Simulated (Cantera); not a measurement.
**Equilibrium for tantalum, niobium, vanadium and zirconium in process gases: Ta(OEt)5 + CO2**

A closed system holds: 1 mol Ta(OEt)5, 0.16 mol CO2, at 2800 K and 10.0 mbar.

Method: chemical equilibrium by Gibbs-energy minimisation in Cantera with the NASA 1993 tables (ideal gas, pure condensed phases). Candidate condensed phases: C, C6H6, C7H8, C8H18, H2O, Ta, TaC, Ta2O5; 113 gas species. The feed counts by its element totals alone. TaC: taken at fixed stoichiometry. Condensed phases not in the tables: Ta2C. Rates play no part.

```json
{
  "x(H)": "0.451",
  "x(H2)": "0.303",
  "x(CO)": "0.230",
  "x(C2H2 (acetylene))": "0.0101",
  "x(C3)": "0.00316",
  "x(C2H)": "0.00190",
  "x(C)": "0.000659",
  "x(C2)": "0.000308",
  "x(C4H2)": "0.000141",
  "n(C(graphite))": "3.02 mol",
  "n(TaC(s))": "1.00 mol",
  "gas_amount": "23.16 mol",
  "log10 activity of Ta(s) (absent)": "-2.62",
  "log10 activity of Ta2O5(l) (absent)": "-33.66"
}
```
